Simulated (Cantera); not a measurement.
**BF3 + O2 + N2 (boron, boron nitride and boron oxide)**

A closed system holds: 1 mol BF3, 7.4 mol O2, 14 mol N2, at 13300 Pa.

Cantera equilibrium calculation (NASA polynomials, part measured and part estimated; ideal gas, pure solids and liquids). Candidate condensed phases: B, BN, B2O3; 31 gas species. The numbers say what is thermodynamically allowed, not how fast it happens.

| T (K) | x N2 | x O2 | x BF3 | x NO |
|---|---|---|---|---|
| 1523 | 0.624 | 0.330 | 0.0446 | 0.00152 |
| 1573 | 0.624 | 0.329 | 0.0446 | 0.00192 |
| 1623 | 0.624 | 0.329 | 0.0446 | 0.00238 |
| 1673 | 0.623 | 0.329 | 0.0445 | 0.00291 |
| 1723 | 0.623 | 0.328 | 0.0445 | 0.00352 |
| 1773 | 0.623 | 0.328 | 0.0444 | 0.00421 |
| 1823 | 0.622 | 0.327 | 0.0443 | 0.00498 |
| 1873 | 0.621 | 0.327 | 0.0441 | 0.00584 |
| 1923 | 0.621 | 0.326 | 0.0438 | 0.00679 |
| 1973 | 0.620 | 0.325 | 0.0434 | 0.00783 |
| 2023 | 0.619 | 0.323 | 0.0429 | 0.00897 |
x: gas mole fraction; nothing condenses.

From 1523 K to 2023 K nothing is condensed. The main B-bearing gas is BF3 throughout.
